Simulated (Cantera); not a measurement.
A perfectly stirred reactor is fed with 23.0 % H2, 16.2 % O2, 60.9 % N2, equivalence ratio 0.71, at 12800 Torr; it is adiabatic with a 675 K inlet, and is followed from long to short residence time, starting on the burning branch (τ in s: 0.37, 0.19, 0.094, 0.047, 0.024, 0.012, 0.0059, 0.003, 0.0015, 0.00075, 0.00037, 0.00019, 9.4e-05).

Computed with Cantera and the H2/O2 subset of GRI-Mech 3.0, which has no nitrogen chemistry. The hydrogen kinetics of GRI-Mech 3.0 are dated; newer H2 mechanisms differ, most at raised pressure. The pressure lies above the range GRI-Mech 3.0 was tuned for (to about 10 atm).

One state of this run: T (K) = 2337; x H2 = 0.000710; x O2 = 0.0519; x OH = 0.00468; x O = 0.000343; x HO2 = 1.04e-5; x H2O = 0.256; x H = 7.66e-5. x: mole fraction; the columns are a selection and need not sum to one.

Task: Which value of τ (s) does it belong to?
A) 0.0015
B) 0.00075
C) 9.4e-5
D) 0.024

Result: D, 0.024
